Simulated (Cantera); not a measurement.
Mixture: 8.64 % CH₄, 19.2 % O₂, 72.2 % N₂, equivalence ratio 0.90, at 4.93 atm, adiabatic and at constant volume. Ignition delay is the time to a rise of 400 K.

Detailed kinetics in Cantera: GRI-Mech 3.0 (53 species, 325 reactions).

### Question
Predict: delay at 1050 K; delay at 1150 K; delay at 1250 K; delay at 1350 K; delay at 1450 K; delay at 1550 K; delay at 1650 K; apparent activation energy between 1450 and 1650 K.

### Answer
- delay at 1050 K = 75.3 ms
- delay at 1150 K = 17.7 ms
- delay at 1250 K = 4.81 ms
- delay at 1350 K = 1.47 ms
- delay at 1450 K = 0.499 ms
- delay at 1550 K = 0.187 ms
- delay at 1650 K = 78.1 µs
- apparent activation energy between 1450 and 1650 K = 180 kJ/mol
